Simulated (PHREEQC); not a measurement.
Make-up at 79 °C: 2.6 mmol/kgw H3PO4 and 1.3 mmol/kgw K2HPO4. Closed to the air; pH follows from the charge balance.

The numbers come from PHREEQC with the ion-association model, phreeqc.dat.

This is a speciation only: nothing precipitates in the calculation.

### Question
Estimate the pH, ionic strength.

### Answer
pH 3.15; ionic strength 0.00335 mol/kgw.

### Question
In which forms is P present?

### Answer
H2PO4- 86 %, H3PO4 14 % of the P.

At this temperature some constants are extrapolated from 25 °C, and those without enthalpy data are left unchanged.
